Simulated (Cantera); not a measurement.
Input: 1 mol SiH2Cl2, 43 mol H2, held at 1527 °C and 0.900 Torr.

These are equilibrium values from Cantera (NASA tables, ideal gas, pure condensed phases), not measurements of a reactor. Candidate condensed phases: Si; 19 gas species. The tables' values for SiCl are old estimates; treat these amounts as uncertain. Gases not in the tables: Si2H6 and higher silanes. Kinetics and transport are ignored.

Base state: H2 0.947, HCl 0.0353, H 0.0101, SiCl2 0.00408, Si 0.00265, SiCl 0.000288, Cl 0.000287, SiH 0.000102 (mole fractions); condensed: Si(l).

Task: What changes in the equilibrium state with this change: SiH2Cl2 replaced by SiH4?

Result: 
```csv
species,before,after
H2,0.947,0.987
H,0.0101,0.0103
Si,0.00265,0.00265
HCl,0.0353,0
SiCl2,0.00408,0
SiCl,0.000288,0
Cl,0.000287,0
SiH2,2.83e-5,2.95e-5
SiH,0.000102,0.000104
Si2,1.60e-5,1.60e-5
"Si(l), mol",0.674,0.872
```

Task: What changes in the equilibrium state with this change: temperature from 1527 °C to 952 °C?

Result: 
```json
[
 {"species": "H2", "before": "0.947", "after": "0.959"},
 {"species": "HCl", "before": "0.0353", "after": "0.0370"},
 {"species": "SiCl2", "before": "0.00408", "after": "0.00348"},
 {"species": "H", "before": "0.0101", "after": "8.81e-6"},
 {"species": "Si", "before": "0.00265", "after": "2.88e-9"},
 {"species": "SiH", "before": "0.000102", "after": "1.25e-9"},
 {"species": "Si2", "before": "1.60e-5", "after": "<1e-9"},
 {"species": "SiCl4", "before": "2.65e-9", "after": "2.32e-5"},
 {"species": "SiCl", "before": "0.000288", "after": "4.83e-8"},
 {"species": "SiH2", "before": "2.83e-5", "after": "1.87e-8"},
 {"species": "Si(l), mol", "before": "0.674", "after": "0"},
 {"species": "Si(s), mol", "before": "0", "after": "0.837"}
]
```
The tables' values for SiCl3 are old estimates; treat these amounts as uncertain.

Task: What changes in the equilibrium state with this change: H2 from 43 to 1.6 mol?

Result: 
```
species       before     after
----------  --------  --------
H2             0.947     0.618
HCl           0.0353     0.189
SiCl2        0.00408     0.178
H             0.0101   0.00812
SiCl3        2.59e-6  0.000747
SiCl        0.000288   0.00190
Cl          0.000287   0.00190
Si(l), mol     0.674     0.334
```
The tables' values for SiCl, SiCl3 are old estimates; treat these amounts as uncertain.
